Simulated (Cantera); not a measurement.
A closed system holds: 1 mol borazine, 0.18 mol H₂O, held at 2325 K and 0.00133 bar.

Method: chemical equilibrium by Gibbs-energy minimisation in Cantera with the NASA 1993 tables (ideal gas, pure condensed phases). The feed counts by its element totals alone. The tables' values for BH₂ are old estimates; treat these amounts as uncertain. Rates play no part.

```csv
species,before,after
H₂,0.474,0.439
H,0.207,0.200
BO,0.0264,0.130
N₂,0.274,0.126
HBO₂,1.23e-7,0.0374
B₂O₃,1.59e-8,0.0247
B,0.0104,8.01e-7
HBO,0.00549,0.0261
BO₂,1.08e-8,0.00341
O,3.38e-9,0.000216
OH,1.14e-8,0.000700
H₂O,1.56e-7,0.00923
NO,<1e-9,1.98e-5
BN,0.000104,5.47e-9
"B(s), mol",2.75,0
```
Gas species are given as mole fractions.

Problem. Name the change that produced these shifts.
(A) H₂O from 0.18 to 3.9 mol
(B) H₂O from 0.18 to 1.5 mol
(C) H₂O from 0.18 to 6.7 mol
(D) temperature from 2325 K to 1073 K

Solution. A, H₂O from 0.18 to 3.9 mol
